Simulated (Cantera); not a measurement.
A closed system holds: 1 mol Cr, 7.2 mol NH3, equilibrated at 0.540 Pa.

Equilibrium computed with Cantera from the NASA thermochemical tables; the gas is ideal and each condensed phase is pure. Candidate condensed phases: Cr, CrN, Cr2N; 11 gas species. Equilibrium is a limit: real reactors are often held back by kinetics, nucleation or transport.

Task: Which condensed phases are stable at each of these points (T (°C)): 550, 750, 950, 1150, 1350, 1550, 1750, 1950, 2150, 2350, 2550?

Result: 
| T (°C) | condensed phases | Cr condensed (%) |
|---|---|---|
| 550 | Cr2N(s) | 100.0 |
| 750 | Cr(s) | 100.0 |
| 950 | Cr(s) | 99.9 |
| 1150 | Cr(s) | 71.3 |
| 1350 | gas only | 0.0 |
| 1550 | gas only | 0.0 |
| 1750 | gas only | 0.0 |
| 1950 | gas only | 0.0 |
| 2150 | gas only | 0.0 |
| 2350 | gas only | 0.0 |
| 2550 | gas only | 0.0 |

At 550 °C the condensed part is Cr2N(s). From 750 °C to 1150 °C the condensed part is Cr(s). From 1350 °C to 2550 °C nothing is condensed.
